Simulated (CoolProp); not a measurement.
A Linde-Hampson liquefier for carbon monoxide: isothermal reversible compression at 250 K from 1 atm to 10 MPa, throttling to 1 atm, return gas leaving the recuperator 5 K below the feed. Each further row changes one setting.

The numbers come from the reference Helmholtz-energy equation of state, Lemmon 2006 in CoolProp. It is a short technical equation, of lower accuracy than the large ones.

```
case                        liquid yield per pass  compression work (kJ/kg of gas)
--------------------------  ---------------------  -------------------------------
as stated                              (withheld)                              335
high pressure 20 MPa                   (withheld)                       (withheld)
warm-end temperature 280 K             (withheld)                       (withheld)
warm-end gap 10 K                      (withheld)                              335
```

**Question.** What belongs in the gaps?

**Answer.** 
- as stated, liquid yield per pass: 0.074
- high pressure 20 MPa, liquid yield per pass: 0.132
- high pressure 20 MPa, compression work (kJ/kg of gas): 384
- warm-end temperature 280 K, liquid yield per pass: 0.051
- warm-end temperature 280 K, compression work (kJ/kg of gas): 379
- warm-end gap 10 K, liquid yield per pass: 0.062
